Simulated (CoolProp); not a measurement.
Decamethylcyclopentasiloxane (D5) along the isobar 0.336 MPa: density (kg/m³) from the reference equation and from simpler models built on Tc = 618.3 K, pc = 1.078 MPa, ω = 0.631; each cubic takes its own stable root.

Model: reference Helmholtz-energy equation of state, Thol 2019, in CoolProp.

```
T (K)   phase  reference  Soave-Redlich-Kwong  Peng-Robinson
-----  ------  ---------  -------------------  -------------
463.2  liquid      771.5                675.3            ___
478.9  liquid      751.5                655.9          742.1
494.6  liquid      730.4                634.5          718.4
510.2  liquid      708.1                610.7          691.9
525.9  liquid      683.6                583.5          661.5
541.6  liquid      656.2                551.9          625.8
557.3     gas      33.40                32.96          33.48
573       gas      31.53                31.21          31.67
588.6     gas      29.98                29.72          30.14
604.3     gas        ___                28.41            ___
620       gas      27.45                27.25          27.61
```

**Question.** Fill in the missing entries.

**Answer.** 
- 463.2, Peng-Robinson: 763.4
- 604.3, reference: 28.63
- 604.3, Peng-Robinson: 28.80
